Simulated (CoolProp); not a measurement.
Vapour pressure (kPa) of CF4 (R14): the reference equation beside estimates from Tc = 227.4 K, pc = 3762 kPa, ω = 0.178. Clausius-Clapeyron is anchored at 164.3 K with a constant enthalpy of vaporisation of 10.81 kJ/mol.

Values from CoolProp's reference Helmholtz-energy equation of state, Platzer 1990. This equation is an older, rougher fit; its heat capacities, sound speeds and derivatives of the liquid may be far off and weren't checked against measurements.

```
T (K)  reference  Lee-Kesler  Clausius-Clapeyron  van der Waals  Redlich-Kwong  Soave-Redlich-Kwong  Peng-Robinson
-----  ---------  ----------  ------------------  -------------  -------------  -------------------  -------------
149.6      137.5       137.8               151.0          545.3          190.5                137.9          138.6
154.5      187.6       188.6               198.9          646.6          254.5                188.6          188.7
159.4      250.6       252.7               257.6          759.6          332.9                252.6          251.9
164.3      328.5       331.8               328.5          884.8          427.4                331.9          330.0
169.2      423.3       428.1               413.1           1023          539.7                428.6          425.2
174.1      537.2       543.7               512.8           1173          671.3                545.1          539.8
179        672.5       680.6               629.1           1338          823.9                683.6          676.2
183.9      831.5       841.1               763.4           1516          999.0                846.5          836.7
188.8       1017        1028               917.1           1709           1198                 1036           1024
193.7       1231        1242                1092           1916           1423                 1255           1241
198.6       1476        1488                1288           2138           1674                 1506           1489
```

Absolute difference from the reference over all 11 rows, mean and median: Lee-Kesler 0.9 and 1.0 %, Clausius-Clapeyron 6.7 and 6.5 %, van der Waals 138.5 and 118.4 %, Redlich-Kwong 25.4 and 25.0 %, Soave-Redlich-Kwong 1.3 and 1.5 %, Peng-Robinson 0.6 and 0.6 %.
